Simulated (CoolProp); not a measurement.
Model: reference Helmholtz-energy equation of state, Lemmon 2006, in CoolProp. It is a short technical equation, of lower accuracy than the large ones.

Q: For toluene, give the phase and the cp (kJ/(kg K)), speed of sound (m/s), expansivity (1/kK), viscosity (µPa s) at 620 K and 11.5 bar; 620 K and 57.3 bar; 620 K and 80.2 bar.

A: 
- 620 K and 11.5 bar: gas; cp 2.25, speed of sound 221, expansivity 2.22, viscosity 14.3
- 620 K and 57.3 bar: supercritical; cp 5.60, speed of sound 122, expansivity 29.4, viscosity 32.1
- 620 K and 80.2 bar: supercritical; cp 3.19, speed of sound 241, expansivity 6.21, viscosity 54.5

Viscosity comes from a separate model (Avgeri 2015).
